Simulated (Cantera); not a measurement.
Cantera with NASA thermochemical tables; ideal gases at 1 bar, condensed phases pure. Values are per mole of reaction as written; species without (g) are pure solids or liquids, kept so even where they would boil at 1 bar.

N₂(g) + B₂O₂(g) → 2 BN + O₂(g)

| T (K) | ΔH° (kJ) | ΔS° (J/K) | ΔG° (kJ) | log10 K |
|---|---|---|---|---|
| 1823 | ___ | ___ | ___ | ___ |
| 1898 | ___ | ___ | ___ | ___ |
| 1973 | -29.0 | -190.2 | 346.3 | -9.17 |
| 2048 | ___ | ___ | ___ | ___ |
| 2123 | -26.6 | -189.0 | 374.7 | -9.22 |

Some entries are withheld; supply them.


- 1823, ΔH° (kJ): -31.6
- 1823, ΔS° (J/K): -191.5
- 1823, ΔG° (kJ): 317.6
- 1823, log10 K: -9.10
- 1898, ΔH° (kJ): -30.3
- 1898, ΔS° (J/K): -190.9
- 1898, ΔG° (kJ): 332.0
- 1898, log10 K: -9.14
- 2048, ΔH° (kJ): -27.8
- 2048, ΔS° (J/K): -189.6
- 2048, ΔG° (kJ): 360.5
- 2048, log10 K: -9.19
